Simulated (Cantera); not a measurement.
A Cantera script and its output.

```python
import numpy as np
import cantera as ct

gas = ct.Solution("gri30.yaml")
gas.TPX = 325, 860000, {'CH4': 1, 'C2H6': 0.034, 'C3H8': 0.2, 'O2': 2.08, 'N2': 7.82}
inlet = ct.Reservoir(gas, clone=True)
gas.equilibrate("HP")  # start burning
reactor = ct.IdealGasConstPressureReactor(gas, energy="on", clone=False)
exhaust = ct.Reservoir(gas, clone=True)
tau = [0.11, 0.034, 0.011, 0.0035, 0.0011, 0.00035, 0.00011, 3.5e-05, 1.1e-05][0]
for a, b in ((inlet, reactor), (reactor, exhaust)):
    ct.MassFlowController(a, b, mdot=lambda t: reactor.mass / tau)
net = ct.ReactorNet([reactor])
show = ['CH4', 'C2H6', 'C3H8', 'H', 'C2H', 'OH', 'H2O']

rows = []
print(f"{'tau/s':>10s}{'T/K':>9s}" + "".join(f"{s:>11s}" for s in show))
for tau in [0.11, 0.034, 0.011, 0.0035, 0.0011, 0.00035, 0.00011, 3.5e-05, 1.1e-05]:
    net.initial_time = 0.0
    net.advance(30 * tau)
    before = gas.X
    net.advance(40 * tau)
    drift = np.max(np.abs(gas.X - before) / (gas.X + 1e-9))
    rows.append([gas.T, *gas[show].X, drift])
    print(f"{tau:10.3e}{gas.T:9.1f}" + "".join(f"{x:11.3e}" for x in gas[show].X))
```

Output:

```
     tau/s      T/K        CH4       C2H6       C3H8          H        C2H         OH        H2O
 1.100e-01   1957.2  1.642e-03  4.838e-07  1.076e-07  1.239e-04  2.035e-08  2.591e-05  1.604e-01
 3.400e-02   1964.0  2.936e-03  1.869e-06  3.280e-07  1.347e-04  6.064e-08  3.155e-05  1.631e-01
 1.100e-02   1968.6  4.430e-03  5.749e-06  9.576e-07  1.506e-04  1.355e-07  4.061e-05  1.663e-01
 3.500e-03   1964.6  6.059e-03  1.655e-05  2.925e-06  1.745e-04  2.461e-07  5.429e-05  1.689e-01
 1.100e-03   1938.5  7.899e-03  4.939e-05  9.908e-06  2.055e-04  3.534e-07  7.139e-05  1.696e-01
 3.500e-04   1844.4  1.154e-02  2.027e-04  4.869e-05  2.030e-04  2.796e-07  7.455e-05  1.646e-01
 1.100e-04    325.0  8.981e-02  3.054e-03  1.796e-02  8.011e-35 -1.415e-52  2.243e-34 -8.639e-16
 3.500e-05    325.0  8.981e-02  3.054e-03  1.796e-02 -4.928e-37  1.165e-59  9.470e-35 -4.921e-19
 1.100e-05    325.0  8.981e-02  3.054e-03  1.796e-02  5.589e-38 -5.053e-61 -3.046e-35 -3.109e-20
```

Model: GRI-Mech 3.0 (53 species, 325 reactions), integrated in Cantera. GRI-Mech 3.0 was tuned for natural gas; its chemistry of propane as a main component is partial and can be far from experiment.
